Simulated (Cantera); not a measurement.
Equilibrium for thermal oxidation and active oxidation of silicon: Si + N2O + H2

Feed: 1 mol Si, 4.9 mol N2O, a varied amount of H2, held at 1100 K and 100 Torr.

Equilibrium computed with Cantera from the NASA thermochemical tables; the gas is ideal and each condensed phase is pure. Candidate condensed phases: H2O, Si, SiO2, Si2N2O, Si3N4; 35 gas species. Kinetics and transport are ignored.

From 2.5 mol H2 to 14 mol H2 the condensed part is SiO2(β-quartz).

```tsv
n(H2) (mol)	log p N2	log p H2	log p H2O	log p O2	log p NO	n SiO2(β-quartz)
2.5	-1.07	-9.01	-1.36	-2.46	-5.44	1.00
4	-1.13	-1.78	-1.36	<-12	-12.71	1.00
5.4	-1.20	-1.49	-1.43	<-12	<-12	1.00
6.8	-1.25	-1.35	-1.48	<-12	<-12	1.00
8.3	-1.31	-1.26	-1.53	<-12	<-12	1.00
9.7	-1.35	-1.21	-1.58	<-12	<-12	1.00
11	-1.39	-1.17	-1.61	<-12	<-12	1.00
13	-1.44	-1.12	-1.67	<-12	<-12	1.00
14	-1.46	-1.11	-1.69	<-12	<-12	1.00
```
log p: log10 of the partial pressure in bar; n: condensed amount in mol.
